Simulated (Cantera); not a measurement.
A Cantera script and its output.

```python
import numpy as np
import cantera as ct

surf = ct.Interface("ptcombust.yaml", "Pt_surf")
gas = surf.adjacent["gas"]
gas.TPX = 623, 46000, {'H2': 0.0067, 'O2': 0.074, 'N2': 2}
surf.TP = 623, 46000
reactor = ct.FlowReactor(gas, clone=False)
reactor.area = 0.0001  # m2
reactor.surface_area_to_volume_ratio = 860  # 1/m
reactor.mass_flow_rate = 0.56 * reactor.area * gas.density  # inlet velocity 0.56 m/s
reactor.energy_enabled = False
wall = ct.ReactorSurface(surf, reactor, clone=False)
net = ct.ReactorNet([reactor])
net.rtol, net.atol = 1e-8, 1e-16
show, cover = ['H2', 'O2', 'H2O'], ['PT(S)', 'H(S)', 'O(S)', 'OH(S)', 'CO(S)', 'C(S)']

rows = []
print(f"{'z/m':>9s}{'u/(m/s)':>9s}" + "".join(f"{s:>13s}" for s in show + cover))
for z in [0.0002, 0.00038, 0.00074, 0.0014, 0.0028, 0.0053, 0.01, 0.02]:
    net.advance(z)
    rows.append([reactor.speed, *gas[show].X, *surf[cover].coverages])
    print(f"{z:9.4g}{rows[-1][0]:9.3g}" + "".join(f"{x:13.4e}" for x in rows[-1][1:]))
```

Output:

```
      z/m  u/(m/s)           H2           O2          H2O        PT(S)         H(S)         O(S)        OH(S)        CO(S)         C(S)
   0.0002    0.559   1.3257e-03   3.4650e-02   1.8974e-03   6.4282e-02   2.4610e-09   9.3284e-01   2.8715e-03   7.6462e-26   2.4652e-29
  0.00038    0.559   8.6192e-04   3.4426e-02   2.3619e-03   4.2191e-02   1.1365e-09   9.5532e-01   2.4863e-03   1.6878e-25   5.3315e-29
  0.00074    0.559   5.0442e-04   3.4253e-02   2.7200e-03   2.5099e-02   4.4684e-10   9.7289e-01   2.0120e-03   1.0418e-26   2.7162e-31
   0.0014    0.559   2.8305e-04   3.4146e-02   2.9418e-03   1.4686e-02   1.7261e-10   9.8373e-01   1.5833e-03  -1.5401e-27  -2.1382e-30
   0.0028    0.559   1.4024e-04   3.4077e-02   3.0848e-03   8.3966e-03   6.3495e-11   9.9038e-01   1.2185e-03   1.1295e-27  -4.0213e-32
   0.0053    0.559   6.4908e-05   3.4041e-02   3.1602e-03   5.5529e-03   2.9255e-11   9.9345e-01   9.9984e-04   1.1442e-27  -1.5469e-31
     0.01    0.559   2.3072e-05   3.4021e-02   3.2022e-03   4.2641e-03   1.7099e-11   9.9486e-01   8.8035e-04   4.4658e-27   3.4904e-30
     0.02    0.559   3.7383e-06   3.4011e-02   3.2215e-03   3.7588e-03   1.2941e-11   9.9541e-01   8.2833e-04  -9.6718e-30  -3.0814e-33
```

Cantera simulation using Deutschmann's 1995 Pt surface mechanism with GRI-Mech 3.0 gas chemistry; the numbers are that mechanism's predictions, not measurements. Catalytic surfaces can have several steady states; this one follows from the mechanism file's or the stated starting coverage. Mass transfer to the wall is taken as infinitely fast.
